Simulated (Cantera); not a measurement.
Input: 1 mol AlN, 0.033 mol H2O, 0.068 mol H2, 0.16 mol Cl2, equilibrated at 1748 K and 4.20 bar.

These are equilibrium values from Cantera (NASA tables, ideal gas, pure condensed phases), not measurements of a reactor. Candidate condensed phases: Al, AlCl3, AlN, Al2O3, H2O, NH4Cl; 45 gas species. Mutual solubility and eutectic melting of coexisting phases are not modelled. The tables' values for AlCl2 are old estimates; treat these amounts as uncertain. Equilibrium is a limit: real reactors are often held back by kinetics, nucleation or transport.

Base state: AlCl3 0.337, H2 0.312, N2 0.220, HCl 0.109, AlCl2 0.0181, AlCl 0.00342, Al2Cl6 0.000165, H 6.23e-5 (mole fractions); condensed: AlN(s) + Al2O3(s).

What changes in the equilibrium state with this change: pressure from 4.20 bar to 6.10 bar?


```json
[
 {"species": "AlCl3", "before": "0.337", "after": "0.341"},
 {"species": "H2", "before": "0.312", "after": "0.313"},
 {"species": "N2", "before": "0.220", "after": "0.219"},
 {"species": "AlCl2", "before": "0.0181", "after": "0.0151"},
 {"species": "AlCl", "before": "0.00342", "after": "0.00236"},
 {"species": "HCl", "before": "0.109", "after": "0.109"},
 {"species": "Al2Cl6", "before": "0.000165", "after": "0.000245"},
 {"species": "NH3", "before": "1.12e-5", "after": "1.63e-5"},
 {"species": "H", "before": "6.23e-5", "after": "5.18e-5"},
 {"species": "Cl", "before": "1.68e-5", "after": "1.40e-5"},
 {"species": "AlN(s), mol", "before": "0.879", "after": "0.880"},
 {"species": "Al2O3(s), mol", "before": "0.0110", "after": "0.0110"}
]
```

What changes in the equilibrium state with this change: temperature from 1748 K to 1550 K?


```tsv
species	before	after
AlCl3	0.337	0.351
H2	0.312	0.314
N2	0.220	0.218
AlCl2	0.0181	0.00304
HCl	0.109	0.115
AlCl	0.00342	0.000171
H	6.23e-5	8.61e-6
Cl	1.68e-5	2.51e-6
AlN(s), mol	0.879	0.881
Al2O3(s), mol	0.0110	0.0110
```

What changes in the equilibrium state with this change: temperature from 1748 K to 950 K?


```tsv
species	before	after
H2	0.312	0.326
AlCl3	0.337	0.256
N2	0.220	0.228
Al2Cl6	0.000165	0.0570
HCl	0.109	0.133
AlCl2	0.0181	8.51e-8
AlCl	0.00342	<1e-9
H	6.23e-5	<1e-9
Cl	1.68e-5	<1e-9
H2O	2.14e-5	9.36e-8
AlN(s), mol	0.879	0.883
Al2O3(s), mol	0.0110	0.0110
```
Condensed phases not in the tables: AlOCl.
